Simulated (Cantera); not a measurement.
Input: 1 mol n-butane, 0.21 mol H2O, 0.22 mol N2, at 2773 K and 8.25 Torr.

Cantera equilibrium calculation (NASA polynomials, part measured and part estimated; ideal gas, pure solids and liquids). Candidate condensed phases: C, C6H6, C7H8, C8H18, H2O; 136 gas species. Equilibrium is a limit: real reactors are often held back by kinetics, nucleation or transport.

Base state: H 0.472, H2 0.444, CO 0.0283, N2 0.0217, C2H2 (acetylene) 0.0135, HCN 0.0128, C3 0.00205, HNC 0.00199 (mole fractions); condensed: C(graphite).

**Question.** What changes in the equilibrium state with this change: temperature from 2773 K to 1223.15 K?

**Answer.** 
```
species            before    after
----------------  -------  -------
H2                  0.444    0.924
N2                 0.0217   0.0390
CO                 0.0283   0.0372
H                   0.472  2.76e-6
C2H2 (acetylene)   0.0135  1.45e-7
HCN                0.0128  1.82e-5
C3                0.00205    <1e-9
C2H               0.00173    <1e-9
C(graphite), mol     3.39     3.79
```

**Question.** What changes in the equilibrium state with this change: temperature from 2773 K to 600 K?

**Answer.** 
```json
[
 {"species": "H2", "before": "0.444", "after": "0.565"},
 {"species": "CH4", "before": "2.20e-7", "after": "0.331"},
 {"species": "N2", "before": "0.0217", "after": "0.0538"},
 {"species": "H", "before": "0.472", "after": "<1e-9"},
 {"species": "H2O", "before": "1.83e-9", "after": "0.0491"},
 {"species": "C2H2 (acetylene)", "before": "0.0135", "after": "<1e-9"},
 {"species": "HCN", "before": "0.0128", "after": "<1e-9"},
 {"species": "CO", "before": "0.0283", "after": "0.000388"},
 {"species": "C3", "before": "0.00205", "after": "<1e-9"},
 {"species": "HNC", "before": "0.00199", "after": "<1e-9"},
 {"species": "C2H", "before": "0.00173", "after": "<1e-9"},
 {"species": "C(graphite), mol", "before": "3.39", "after": "2.64"}
]
```
